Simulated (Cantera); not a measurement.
Charge: 1 mol Si₃N₄, 3.3 mol CO₂, 52 mol N₂, equilibrated at 850 °C and 100 Torr.

Cantera equilibrium calculation (NASA polynomials, part measured and part estimated; ideal gas, pure solids and liquids). Mutual solubility and eutectic melting of coexisting phases are not modelled. Rates play no part.

```csv
species,before,after
N₂,0.985,1.00
CO,0.0150,4.92e-8
"C(graphite), mol",2.48,0.0390
"SiO₂(β-quartz), mol",2.85,0
"Si₂N₂O(s), mol",0.0731,0.0780
"Si₃N₄(s), mol",0,0.948
```
Gas species are given as mole fractions.

Problem. Name the change that produced these shifts.
A. temperature from 850 °C to 1850 °C
B. temperature from 850 °C to 1102 °C
C. temperature from 850 °C to 1400 °C
D. CO₂ from 3.3 to 0.039 mol

Solution. D, CO₂ from 3.3 to 0.039 mol
